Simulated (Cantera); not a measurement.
Feed: 1 mol C6H6, 2 mol H2O, 1.2 mol H2, held at 1 atm.

These are equilibrium values from Cantera (NASA tables, ideal gas, pure condensed phases), not measurements of a reactor. Candidate condensed phases: C, C6H6, C7H8, C8H18, H2O; 110 gas species. The numbers say what is thermodynamically allowed, not how fast it happens. All values below are at 1400 K.

Base state: H2 0.753, CO 0.244, CH4 0.00248, H2O 0.000693, CO2 0.000103 (mole fractions); condensed: C(graphite).

### Question
What changes in the equilibrium state with this change: C6H6 replaced by C2H4?

### Answer
```tsv
species	before	after
H2	0.753	0.720
CO	0.244	0.277
CH4	0.00248	0.00142
CO2	0.000103	0.000214
H2O	0.000693	0.00121
C(graphite), mol	3.99	0
```
